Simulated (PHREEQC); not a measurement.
# Copper plating or etch bath with acid rinse or clean: an equilibrium model

Solution A (43 mmol/kgw CuSO4 and 0.55 mmol/kgw NaCl) is mixed with solution B (12 mmol/kgw HCl, 14 mmol/kgw ZnSO4 and 4.2 mmol/kgw KCl) at 25 °C; shares are by mass of water, 1 kg in all. Oxygen is held at 0.21 atm. No CO2 enters from the air. Solids allowed: Tenorite, Brochantite, Antlerite, Atacamite, Zincite(c), Zn4(OH)6SO4, Zn5(OH)8Cl2, Halite, Mirabilite, Chalcanthite, Goslarite. Others were left out.

Model: ion-association model, wateq4f.dat, run in PHREEQC.

```
share of solution B    pH  Antlerite (mol)  Zn+2 (mol/kgw)  Cu+2 (mol/kgw)  SO4-2 (mol/kgw)  CuSO4 (mol/kgw)  ZnSO4 (mol/kgw)  HSO4- (mol/kgw)
-------------------  ----  ---------------  --------------  --------------  ---------------  ---------------  ---------------  ---------------
0                    4.09          4.73e-5               0          0.0247           0.0246           0.0182                0          9.47e-5
0.1                  3.28                0        0.000714          0.0227           0.0228           0.0159         0.000575         0.000566
0.2                  2.96                0         0.00147          0.0206           0.0208           0.0137          0.00112          0.00109
0.3                  2.77                0         0.00229          0.0185           0.0190           0.0115          0.00164          0.00156
0.4                  2.63                0         0.00316          0.0162           0.0171          0.00947          0.00212          0.00198
0.5                  2.51                0         0.00409          0.0138           0.0153          0.00752          0.00255          0.00234
0.6                  2.42                0         0.00509          0.0114           0.0136          0.00570          0.00292          0.00264
0.7                  2.33                0         0.00616         0.00877           0.0119          0.00401          0.00323          0.00286
0.8                  2.25                0         0.00733         0.00603           0.0102          0.00247          0.00346          0.00299
0.9                  2.18                0         0.00861         0.00311          0.00856          0.00113          0.00358          0.00302
1                    2.11                0          0.0100               0          0.00697                0          0.00358          0.00294
```

Antlerite from the start (pH 4.09), last present at share of solution B = 0.
